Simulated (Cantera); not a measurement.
HF + H₂ (abatement and gas-phase synthesis)

Charge: 1 mol HF, 1.3 mol H₂, equilibrated at 27.0 Pa.

Cantera equilibrium calculation (NASA polynomials, part measured and part estimated; ideal gas, pure solids and liquids). Kinetics and transport are ignored.

```csv
T (K),x H,x H₂,x HF,x F
1600,0.00248,0.563,0.434,1.03e-7
1750,0.0106,0.557,0.432,1.06e-6
1900,0.0354,0.538,0.427,7.54e-6
2050,0.0966,0.490,0.414,4.09e-5
2200,0.216,0.396,0.388,0.000182
2350,0.388,0.262,0.350,0.000715
2500,0.555,0.132,0.311,0.00274
2650,0.657,0.0531,0.279,0.0104
2800,0.706,0.0201,0.238,0.0351
2950,0.736,0.00802,0.168,0.0873
```
x: gas mole fraction; nothing condenses.

From 1600 K to 2950 K nothing is condensed.
